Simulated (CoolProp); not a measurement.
The numbers come from the reference Helmholtz-energy equation of state, Thol 2017 in CoolProp.

### Question
Give the vapour pressure (MPa), liquid density (kg/m³), enthalpy of vaporisation (kJ/kg), liquid cp (kJ/(kg K)) of saturated octamethyltrisiloxane (MDM) at 105.75 °C.

### Answer
```csv
T (°C),p (MPa),liquid density (kg/m³),enthalpy of vaporisation (kJ/kg),liquid cp (kJ/(kg K))
105.75,0.0245,730,173,1.99
```
